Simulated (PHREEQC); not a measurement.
Dissolve 0.058 mol/kgw NH4HF2 at 25 °C. Closed to the air; pH follows from the charge balance.

Equilibrium calculation in PHREEQC: ion-association model, phreeqc.dat.

| quantity | before | after |
|---|---|---|
| pH | 3.09 | 2.98 |
| NH3 (mol/kgw) | 3.17e-8 | 9.59e-8 |

### Question
Name the change that produced these shifts.
A) NH4HF2 from 0.058 to 0.29 mol/kgw
B) NH4HF2 from 0.058 to 0.0058 mol/kgw
C) NH4HF2 from 0.058 to 0.0522 mol/kgw

### Answer
A, NH4HF2 from 0.058 to 0.29 mol/kgw

No solid was allowed to form.
